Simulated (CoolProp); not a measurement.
Ethanol along the isobar 23500 kPa: density (kg/m³) from the reference equation and from simpler models built on Tc = 241.6 °C, pc = 6268 kPa, ω = 0.644; each cubic takes its own stable root.

The numbers come from the reference Helmholtz-energy equation of state, Schroeder 2014 in CoolProp.

```
T (°C)          phase  reference
------  -------------  ---------
185.65         liquid      650.2
194.95         liquid      637.8
204.15         liquid      625.2
213.45         liquid      611.9
222.75         liquid      598.2
231.95         liquid      584.2
241.25         liquid      569.3
250.55  supercritical      553.7
259.75  supercritical      537.4
269.05  supercritical      520.0
```

Problem. How far does each simpler model (Redlich-Kwong, Soave-Redlich-Kwong, Peng-Robinson) lie from the reference over these 10 states: mean and median of the absolute difference, and the worst?

Solution. 
- Redlich-Kwong: mean 21.0 %, median 21.3 %, worst -21.9 % at 185.65 °C and 23500 kPa
- Soave-Redlich-Kwong: mean 20.2 %, median 20.1 %, worst -22.4 % at 269.05 °C and 23500 kPa
- Peng-Robinson: mean 10.9 %, median 10.7 %, worst -14.2 % at 269.05 °C and 23500 kPa
